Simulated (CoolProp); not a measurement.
The fluid at 293.15 K and 10.1 MPa is throttled through a valve to 3.07 MPa with no heat exchange. The same conditions are run with several fluids, on thermodynamics alone (safety and materials aside).

The numbers come from the reference Helmholtz-energy equation of state of each fluid (nitrogen: Span 2000; carbon monoxide: Lemmon 2006; CF4 (R14): Platzer 1990; fluorine: de Reuck 1990; methane: Setzmann 1991) in CoolProp. The equations of Platzer and Polt are older, rougher fits.

```
fluid            temperature change (K)  final density (kg/m³)
---------------  ----------------------  ---------------------
nitrogen                          -12.6                   37.2
carbon monoxide                   -14.6                   37.7
CF4 (R14)                         -41.0                    166
fluorine                          -12.3                   50.8
methane                           -30.8                   24.6
```
